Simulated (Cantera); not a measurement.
Cantera run, input and output.

```python
import numpy as np
import cantera as ct

gas = ct.Solution("gri30.yaml")
gas.TPX = 400, 89000, {'CH4': 1, 'H2': 0.089, 'O2': 2.73, 'N2': 10.2}
flame = ct.FreeFlame(gas, width=0.043)
flame.set_refine_criteria(ratio=3, slope=0.08, curve=0.16)
flame.transport_model = "unity-Lewis-number"
flame.solve(loglevel=0, auto=True)
z, T = flame.grid, flame.T
thick = (T[-1] - T[0]) / np.gradient(T, z).max()
show = ['CH4', 'H2', 'O2', 'N2O', 'C2H4', 'CO']
print(f"laminar burning velocity  {flame.velocity[0] * 100:.3f} cm/s")
print(f"burnt temperature         {T[-1]:.1f} K")
print(f"thermal thickness         {thick * 1e3:.4f} mm")
print(f"grid points               {len(z)}")
z0 = z[flame.heat_release_rate.argmax()]
print(f"{'z/mm':>9s}{'T/K':>9s}{'u/(m/s)':>9s}" + "".join(f"{s:>11s}" for s in show))
rows = []
for k in (-3, -2, -1.5, -1, -0.5, -0.25, 0, 0.25, 0.5, 1, 2, 4, 8):
    zz = z0 + k * thick
    rows.append([k * thick, np.interp(zz, z, T), np.interp(zz, z, flame.velocity),
                 *(np.interp(zz, z, flame.X[gas.species_index(s)]) for s in show)])
    print(f"{rows[-1][0] * 1e3:9.3f}{rows[-1][1]:9.1f}{rows[-1][2]:9.3f}" + "".join(f"{x:11.3e}" for x in rows[-1][3:]))
```

It prints:

```
laminar burning velocity  41.221 cm/s
burnt temperature         2001.5 K
thermal thickness         0.5182 mm
grid points               131
     z/mm      T/K  u/(m/s)        CH4         H2         O2        N2O       C2H4         CO
   -1.554    400.4    0.413  7.131e-02  6.350e-03  1.947e-01  3.263e-11  7.241e-08  9.257e-06
   -1.036    404.2    0.417  7.112e-02  6.368e-03  1.944e-01  3.326e-10  7.381e-07  9.435e-05
   -0.777    417.6    0.430  7.043e-02  6.430e-03  1.932e-01  1.387e-09  3.078e-06  3.934e-04
   -0.518    499.7    0.516  6.619e-02  6.818e-03  1.862e-01  7.950e-09  1.763e-05  2.255e-03
   -0.259    876.7    0.910  4.549e-02  8.729e-03  1.518e-01  4.008e-08  8.668e-05  1.135e-02
   -0.130   1233.9    1.288  2.431e-02  1.063e-02  1.162e-01  7.392e-08  1.350e-04  2.068e-02
    0.000   1588.6    1.669  4.345e-03  1.002e-02  7.686e-02  1.211e-07  5.813e-05  2.809e-02
    0.130   1722.2    1.807  1.632e-04  5.903e-03  6.011e-02  1.753e-07  1.461e-06  2.241e-02
    0.259   1777.6    1.858  4.416e-06  4.950e-03  5.585e-02  2.097e-07  1.912e-08  1.607e-02
    0.518   1846.1    1.920  4.074e-09  4.021e-03  5.273e-02  2.455e-07  5.097e-12  9.969e-03
    1.036   1912.4    1.979  9.593e-14  2.502e-03  5.070e-02  2.972e-07  3.298e-17  5.757e-03
    2.073   1960.6    2.022  5.668e-19  1.226e-03  4.951e-02  3.463e-07  1.619e-23  2.912e-03
    4.145   1987.4    2.045  1.952e-20  5.383e-04  4.898e-02  3.130e-07  5.058e-30  1.290e-03
```

Cantera simulation using GRI-Mech 3.0 (53 species, 325 reactions); the numbers are that mechanism's predictions, not measurements. Unity Lewis numbers drop preferential diffusion, which matters most where H2 and H carry the flame. Burning velocities carry a grid error of a few per cent, more on coarse grids.
